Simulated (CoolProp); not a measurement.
The fluid at 371.76 K and 0.0297 MPa expands adiabatically to 0.00335 MPa with isentropic efficiency 0.85. The same conditions are run with several fluids, on thermodynamics alone (safety and materials aside).

Values from CoolProp's reference Helmholtz-energy equation of state of each fluid (water: Wagner 2002; R410A: Lemmon 2003; ammonia: Gao 2020; R1132(E): Akasaka 2024; dimethyl carbonate: Zhou 2011). Blends and air are pseudo-pure fits.

```csv
fluid,work (kJ/kg),final temperature (K),final phase,final density (kg/m³)
water,267,299.1,"two-phase, vapour fraction 0.945",0.0257
R410A,68.6,[?],gas,0.100
ammonia,264,246.1,gas,[?]
R1132(E),78.0,[?],gas,0.0879
dimethyl carbonate,58.8,326.3,gas,[?]
```

Question: Some entries are withheld; supply them.

Answer: 
- R410A, final temperature (K): 291.6
- ammonia, final density (kg/m³): 0.0279
- R1132(E), final temperature (K): 293.5
- dimethyl carbonate, final density (kg/m³): 0.111
